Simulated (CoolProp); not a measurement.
Vapour-liquid equilibrium of acetone (1) + cyclohexane (2) at 1.05 MPa; x and y are mole fractions of (1).

Model: multi-fluid Helmholtz-energy mixture model, Lemmon 2006 and Zhou 2014; pair parameters Bell 2016, in CoolProp.

| x | bubble temperature, mixture model (°C) | bubble temperature, Raoult's law (°C) | y, mixture model | y, Raoult's law |
|---|---|---|---|---|
| 0.05 | 175.2 | 181.8 | 0.164 | 0.097 |
| 0.15 | 162.9 | 176.4 | 0.361 | 0.266 |
| 0.25 | 156.0 | 171.5 | 0.472 | 0.406 |
| 0.35 | 151.8 | 167.0 | 0.545 | 0.525 |
| 0.45 | 149.0 | 163.0 | 0.603 | 0.627 |
| 0.55 | 147.0 | 159.3 | 0.656 | 0.716 |
| 0.65 | 145.6 | 155.9 | 0.711 | 0.793 |
| 0.75 | 144.7 | 152.8 | 0.772 | 0.861 |
| 0.85 | 144.5 | 149.8 | 0.847 | 0.921 |
| 0.95 | 145.1 | 147.1 | 0.942 | 0.975 |

The largest gap from Raoult's law is -15.5 K in bubble temperature, at x = 0.25. y crosses x between x = 0.75 and 0.85: the model has an azeotrope there.

Pair parameters are fitted to limited data, so mixtures are less certain than the pure fluids.
